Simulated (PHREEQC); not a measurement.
Copper plating or etch bath: speciation

Solution (94 °C): 79 mmol/kgw CuSO4, 17 mmol/kgw HBF4 and 62 mmol/kgw H3BO3. Closed to the air; pH follows from the charge balance.

Equilibrium calculation in PHREEQC: ion-association model, phreeqc.dat.

Precipitation was switched off in this run.

Task: What pH does the model give?

Result: pH 2.63.

Task: In which forms is B present?

Result: H3BO3 78 %, BF4- 14 %, BF2(OH)2- 5.6 %, BF3OH- 2.8 % of the B.

Away from 25 °C the constants follow the database's enthalpies or fits; those with neither stay at their 25 °C values. Real BF4- forms and hydrolyses slowly; the run takes it at equilibrium.
